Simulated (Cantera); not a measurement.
Reactions in the system Cr-H-N-O

Cantera with NASA thermochemical tables; ideal gases at 1 bar, condensed phases pure. Values are per mole of reaction as written; species without (g) are pure solids or liquids, kept so even where they would boil at 1 bar.

H2O(g) + 2 Cr2N ⇌ N2O(g) + 2 H(g) + 4 Cr

| T (K) | ΔH° (kJ) | ΔS° (J/K) | ΔG° (kJ) | log10 K |
|---|---|---|---|---|
| 498 | 1011.6 | 228.2 | 898.0 | -94.18 |
| 598 | 1012.1 | 229.1 | 875.1 | -76.44 |
| 698 | 1012.6 | 229.9 | 852.1 | -63.77 |
| 798 | 1013.0 | 230.4 | 829.1 | -54.27 |
| 898 | 1013.3 | 230.8 | 806.1 | -46.89 |
| 998 | 1013.5 | 231.0 | 783.0 | -40.98 |
| 1098 | 1013.7 | 231.2 | 759.9 | -36.15 |
| 1198 | 1014.0 | 231.4 | 736.7 | -32.12 |
| 1298 | 1014.4 | 231.7 | 713.6 | -28.72 |
| 1398 | 1015.0 | 232.2 | 690.4 | -25.80 |
